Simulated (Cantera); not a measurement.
An isothermal plug-flow reactor at 673 K and 5.00 bar (inlet), inlet velocity 3.8 m/s, active area per volume 970 1/m; feed 0.392 % H2, 2.94 % O2, 96.7 % N2, equivalence ratio 0.067.

Computed with Cantera and Deutschmann's 1995 Pt surface mechanism with GRI-Mech 3.0 gas chemistry. Catalytic surfaces can have several steady states; this one follows from the mechanism file's or the stated starting coverage. Mass transfer to the wall is taken as infinitely fast.

x: gas mole fraction; θ: surface coverage.

| z (m) | x H2 | x O2 | x H2O | θ free Pt | θ O* | θ OH* |
|---|---|---|---|---|---|---|
| 5.7e-05 | 0.00354 | 0.0292 | 0.000378 | 0.213 | 0.778 | 0.00952 |
| 9.5e-05 | 0.00332 | 0.0291 | 0.000593 | 0.201 | 0.790 | 0.00957 |
| 0.00016 | 0.00301 | 0.0289 | 0.000908 | 0.183 | 0.808 | 0.00958 |
| 0.00026 | 0.00263 | 0.0287 | 0.00129 | 0.160 | 0.830 | 0.00950 |
| 0.00044 | 0.00213 | 0.0285 | 0.00179 | 0.131 | 0.859 | 0.00921 |
| 0.00073 | 0.00163 | 0.0283 | 0.00229 | 0.101 | 0.890 | 0.00865 |
| 0.0012 | 0.00118 | 0.0280 | 0.00274 | 0.0740 | 0.918 | 0.00783 |
| 0.002 | [?] | 0.0279 | [?] | [?] | 0.943 | [?] |
| 0.0034 | [?] | 0.0277 | 0.00341 | [?] | 0.962 | [?] |
| 0.0057 | 0.000318 | 0.0276 | 0.00361 | 0.0207 | 0.975 | 0.00459 |

### Question
Fill in the missing entries.

### Answer

- 0.002, x H2: 0.000800
- 0.002, x H2O: 0.00312
- 0.002, θ free Pt: 0.0506
- 0.002, θ OH*: 0.00678
- 0.0034, x H2: 0.000510
- 0.0034, θ free Pt: 0.0326
- 0.0034, θ OH*: 0.00563
